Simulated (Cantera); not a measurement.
## Boron, boron nitride and boron oxide: BCl3 + NH3 + H2

Input: 1 mol BCl3, 1.9 mol NH3, a varied amount of H2, at 977 °C and 11.0 Pa.

Equilibrium computed with Cantera from the NASA thermochemical tables; the gas is ideal and each condensed phase is pure. Candidate condensed phases: B, BN, NH4Cl; 21 gas species. Kinetics and transport are ignored.

```tsv
n(H2) (mol)	log p H2	log p HCl	log p N2	log p BCl3	log p H	log p Cl	log p BCl2	log p BCl	n BN(s)
0.59	-4.40	-4.21	-5.04	-8.02	-8.52	-8.40	-10.38	-10.61	1.000
0.94	-4.36	-4.24	-5.06	-8.16	-8.49	-8.45	-10.46	-10.65	1.000
1.5	-4.30	-4.28	-5.10	-8.34	-8.47	-8.51	-10.58	-10.69	1.000
2.4	-4.24	-4.34	-5.16	-8.58	-8.44	-8.60	-10.73	-10.75	1.000
3.8	-4.18	-4.42	-5.24	-8.86	-8.41	-8.71	-10.90	-10.82	1.000
6.1	-4.12	-4.52	-5.34	-9.20	-8.38	-8.84	-11.12	-10.90	1.000
9.7	-4.08	-4.64	-5.47	-9.59	-8.35	-8.99	-11.35	-10.99	1.000
15	-4.04	-4.78	-5.60	-9.98	-8.34	-9.14	-11.59	-11.07	1.000
25	-4.01	-4.96	-5.78	-10.46	-8.32	-9.33	-11.88	-11.18	1.000
```
log p: log10 of the partial pressure in bar; n: condensed amount in mol.

From 0.59 mol H2 to 25 mol H2 the condensed part is BN(s). The main B-bearing gas is BCl3 throughout.
